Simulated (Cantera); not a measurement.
Source: NASA polynomial tables (part measured, part estimated), evaluated in Cantera. Values are per mole of reaction as written; species without (g) are pure solids or liquids, kept so even where they would boil at 1 bar.

**Question.** Between 300 and 2375 K, where is each reaction favourable under standard conditions?
- Zr + O2(g) → ZrO2(g)
- Ta + O2(g) → TaO2(g)
- 0.8 V + O2(g) → 0.4 V2O5

**Answer.** 
- Zr + O2(g) → ZrO2(g): ΔG° is -295 kJ at 300 K and -328 kJ at 2375 K; it stays negative (K > 1). ΔH° is -334 kJ and ΔS° -2 J/K at 2375 K.
- Ta + O2(g) → TaO2(g): ΔG° is -211 kJ at 300 K and -258 kJ at 2375 K; it stays negative (K > 1). ΔH° is -220 kJ and ΔS° 16 J/K at 2375 K.
- 0.8 V + O2(g) → 0.4 V2O5: ΔG° is -567 kJ at 300 K and -273 kJ at 2375 K; it stays negative (K > 1). ΔH° is -591 kJ and ΔS° -134 J/K at 2375 K.
